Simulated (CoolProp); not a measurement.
Vapour-liquid equilibrium of n-decane (1) + n-dodecane (2) at 149.85 °C; x and y are mole fractions of (1).

Values from CoolProp's multi-fluid Helmholtz-energy mixture model, Lemmon 2006 and Lemmon 2004; pair parameters Bell 2016.

Q: Give the bubble pressure and the first vapour's composition at x = 0.35, 0.5, 0.65. Is there an azeotrope?

A: x = 0.35: 0.02800 MPa, y = 0.645; x = 0.5: 0.03367 MPa, y = 0.771; x = 0.65: 0.03929 MPa, y = 0.862. No azeotrope shows between x = 0.05 and 0.95.

The pair parameters rest on a limited set of measurements; away from them the model extrapolates.
